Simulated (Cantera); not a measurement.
## Diamond growth

A diamond (100) surface in a fixed gas of H2 with x(CH4) = 0.018, x(CH3) = 2.9e-05, at 1123 K, 0.0533 atm; coverages are run to steady state.

Model: the Harris–Goodwin 1993 mechanism for the reconstructed diamond (100) surface, integrated in Cantera.

| x(H) | growth (µm/h) | θ c6HH | θ c6H* | θ c6*H | θ c6** | θ c6HM |
|---|---|---|---|---|---|---|
| 0.0001 | 0.0435 | 0.601 | 0.0243 | 0.366 | 0.00560 | 0.00206 |
| 0.00025 | 0.113 | 0.542 | 0.0276 | 0.415 | 0.0106 | 0.00248 |
| 0.00064 | 0.259 | 0.513 | 0.0292 | 0.439 | 0.0155 | 0.00254 |
| 0.0016 | 0.502 | 0.500 | 0.0298 | 0.448 | 0.0185 | 0.00213 |
| 0.0041 | 0.813 | 0.495 | 0.0301 | 0.452 | 0.0201 | 0.00141 |
| 0.01 | 1.06 | 0.493 | 0.0303 | 0.454 | 0.0208 | 0.000767 |
| 0.027 | 1.23 | 0.493 | 0.0306 | 0.455 | 0.0211 | 0.000332 |
| 0.067 | 1.31 | 0.493 | 0.0311 | 0.455 | 0.0213 | 0.000142 |
| 0.17 | 1.35 | 0.492 | 0.0323 | 0.454 | 0.0216 | 5.78e-5 |
θ: site fractions in the mechanism's names (c6HH fully hydrogenated, c6H* and c6*H radical sites, c6** diradical, c6HM methylated).
